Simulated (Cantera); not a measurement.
A Cantera script and what it prints.

```python
import numpy as np
import cantera as ct

gas_names = [...]  # 113 gases of nasa_gas.yaml made of C, H, O, Ta
cond_names = """
    C(gr) C6H6(L) C7H8(L) C8H18(L),n-octa H2O(s) H2O(L) Ta(cr) Ta(L) TaC(s) TaC(L) Ta2O5(s) Ta2O5(L)
""".split()


# ... load() reads the species with a 1 bar reference pressure and builds the phases ...
atoms = {
    'Ta(OEt)5': {'Ta': 1, 'C': 10, 'H': 25, 'O': 5},
    'H2O': {'H': 2, 'O': 1},
    'H2': {'H': 2},
}
top_T = {'C(gr)': 4500}  # K; cautious upper limits of use, not melting points


# ... equilibrate(T, P, feed) seeds the gas with the atoms and calls Mixture.equilibrate('TP', solver="vcs", rtol=1e-11, max_steps=5000) ...
results = []
feed = {'Ta(OEt)5': 1, 'H2O': 0.12, 'H2': 48}  # mol
P = 101325  # Pa
for T in [898, 1048, 1198, 1348, 1498, 1648, 1798, 1948, 2098, 2248, 2398, 2548, 2698]:
    mix = equilibrate(T, P, feed)
    results.append((T, P, feed, dict(zip(mix.species_names, mix.species_moles))))

top = {s: max(r[3][s] / sum(r[3][g] for g in gas_names) for r in results) for s in gas_names}
cols = sorted((s for s in top if top[s] > 0.0001), key=lambda s: -top[s])[:6]
seen = [c for c in cond_names if any(r[3].get(c, 0) > 1e-12 for r in results)]
print("log10 of partial pressures in bar; condensed amounts in mol")
print(f"{'T/K':>10s}" + "".join(f"{s[:9]:>10s}" for s in cols + seen))
for T, P, feed, n in results:
    ng = sum(n[g] for g in gas_names)
    print(f"{T:10.4g}" + "".join(f"{np.log10(max(n[s] / ng * P / 1e5, 1e-99)):10.3f}" for s in cols)
          + "".join(f"{n.get(c, 0):10.4g}" for c in seen))
```

Result:

```
log10 of partial pressures in bar; condensed amounts in mol
       T/K        H2       CH4        CO         H       H2O C2H2,acet     C(gr)    TaC(s)  Ta2O5(s)
       898    -0.104    -0.751    -1.828   -10.013    -1.482   -10.480         0         0       0.5
      1048    -0.036    -1.306    -1.429    -8.130    -2.193    -8.441     4.856         0       0.5
      1198    -0.022    -1.838    -1.338    -6.732    -2.935    -7.026     6.145    0.1178    0.4411
      1348    -0.032    -2.298    -1.103    -5.652    -3.369    -5.952     3.584         1         0
      1498    -0.031    -2.647    -1.103    -4.780    -3.892    -5.086     3.741         1         0
      1648    -0.030    -2.933    -1.103    -4.065    -4.319    -4.380     3.802         1         0
      1798    -0.030    -3.171    -1.103    -3.468    -4.673    -3.793     3.816         1         0
      1948    -0.030    -3.371    -1.103    -2.962    -4.972    -3.299     3.787         1         0
      2098    -0.032    -3.543    -1.103    -2.528    -5.227    -2.877     3.687         1         0
      2248    -0.034    -3.693    -1.104    -2.151    -5.449    -2.514     3.464         1         0
      2398    -0.039    -3.827    -1.106    -1.822    -5.645    -2.200     3.036         1         0
      2548    -0.049    -3.954    -1.109    -1.534    -5.823    -1.928     2.291         1         0
      2698    -0.064    -4.079    -1.114    -1.281    -5.989    -1.694     1.097         1         0
```

Cantera equilibrium calculation (NASA polynomials, part measured and part estimated; ideal gas, pure solids and liquids). The feed counts by its element totals alone. Mutual solubility and eutectic melting of coexisting phases are not modelled. TaC: taken at fixed stoichiometry. Condensed phases not in the tables: Ta2C.
